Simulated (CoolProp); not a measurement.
Toluene at 314.61 K and 7.56 MPa flows at 14 m/s in a round tube of 2 mm bore and 1.5 µm roughness, fully developed (64/Re and Nu = 3.66 if laminar; Colebrook and Gnielinski if turbulent). Each further row changes one setting.

The numbers come from the reference Helmholtz-energy equation of state, Lemmon 2006 in CoolProp. It is a short technical equation, of lower accuracy than the large ones.

| case | Reynolds number | Darcy friction factor | pressure drop (Pa/m) | heat-transfer coefficient (W/(m² K)) | mass flow (kg/h) |
|---|---|---|---|---|---|
| as stated | 49000 | 0.0234 | 978000 | 21800 | 135 |
| velocity 28 m/s | 98000 | 0.0213 | 3570000 | 41400 | 270 |
| diameter 4 mm | 98000 | 0.0199 | 415000 | 19700 | 540 |

Viscosity comes from a separate model (Avgeri 2015). Thermal conductivity comes from a separate model (Assael 2012).
